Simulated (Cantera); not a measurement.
A Cantera script and its output.

```python
import numpy as np
import cantera as ct

gas = ct.Solution("h2o2.yaml")
gas.TPX = 473, 50000, {'H2': 1, 'O2': 0.455, 'N2': 1.71}
flame = ct.FreeFlame(gas, width=0.065)
flame.set_refine_criteria(ratio=3, slope=0.08, curve=0.16)
flame.transport_model = "mixture-averaged"
flame.solve(loglevel=0, auto=True)
flame.transport_model = "multicomponent"
flame.soret_enabled = False
flame.solve(loglevel=0, refine_grid=True)
z, T = flame.grid, flame.T
thick = (T[-1] - T[0]) / np.gradient(T, z).max()
show = ['H2', 'O2', 'O', 'HO2', 'H', 'H2O2']
print(f"laminar burning velocity  {flame.velocity[0] * 100:.3f} cm/s")
print(f"burnt temperature         {T[-1]:.1f} K")
print(f"thermal thickness         {thick * 1e3:.4f} mm")
print(f"grid points               {len(z)}")
z0 = z[flame.heat_release_rate.argmax()]
print(f"{'z/mm':>9s}{'T/K':>9s}{'u/(m/s)':>9s}" + "".join(f"{s:>11s}" for s in show))
rows = []
for k in (-3, -2, -1.5, -1, -0.5, -0.25, 0, 0.25, 0.5, 1, 2, 4, 8):
    zz = z0 + k * thick
    rows.append([k * thick, np.interp(zz, z, T), np.interp(zz, z, flame.velocity),
                 *(np.interp(zz, z, flame.X[gas.species_index(s)]) for s in show)])
    print(f"{rows[-1][0] * 1e3:9.3f}{rows[-1][1]:9.1f}{rows[-1][2]:9.3f}" + "".join(f"{x:11.3e}" for x in rows[-1][3:]))
```

It prints:

```
laminar burning velocity  487.982 cm/s
burnt temperature         2462.8 K
thermal thickness         1.0648 mm
grid points               137
     z/mm      T/K  u/(m/s)         H2         O2          O        HO2          H       H2O2
   -3.194    473.0    4.880  3.160e-01  1.438e-01  6.074e-16  2.462e-14  1.478e-17  5.287e-15
   -2.130    473.0    4.880  3.160e-01  1.438e-01  4.297e-14  1.523e-12  1.228e-15  9.525e-15
   -1.597    473.0    4.880  3.160e-01  1.438e-01  2.513e-12  1.105e-10  1.672e-13  3.327e-13
   -1.065    473.0    4.880  3.159e-01  1.438e-01  4.168e-10  3.127e-08  3.936e-10  1.047e-10
   -0.532    478.4    4.925  3.144e-01  1.439e-01  1.794e-06  9.835e-05  2.627e-05  1.847e-06
   -0.266    679.0    6.857  2.867e-01  1.393e-01  1.757e-04  1.509e-04  4.974e-03  2.290e-05
    0.000   1155.3   11.223  1.695e-01  9.798e-02  5.296e-03  5.118e-05  4.387e-02  2.647e-06
    0.266   1476.4   14.140  7.229e-02  3.736e-02  1.157e-02  1.744e-05  7.163e-02  2.069e-06
    0.532   1617.2   15.377  5.832e-02  2.460e-02  1.190e-02  1.020e-05  6.739e-02  1.329e-06
    1.065   1767.3   16.641  5.821e-02  2.040e-02  1.062e-02  7.168e-06  5.472e-02  7.163e-07
    2.130   1925.7   17.928  5.791e-02  1.688e-02  8.564e-03  5.004e-06  4.127e-02  3.744e-07
    4.259   2081.3   19.149  5.551e-02  1.323e-02  6.237e-03  3.357e-06  2.916e-02  2.126e-07
    8.518   2224.6   20.237  5.131e-02  9.639e-03  4.051e-03  2.208e-06  1.923e-02  1.382e-07
```

Cantera simulation using the H2/O2 subset of GRI-Mech 3.0, which has no nitrogen chemistry; the numbers are that mechanism's predictions, not measurements. Burning velocities carry a grid error of a few per cent, more on coarse grids.
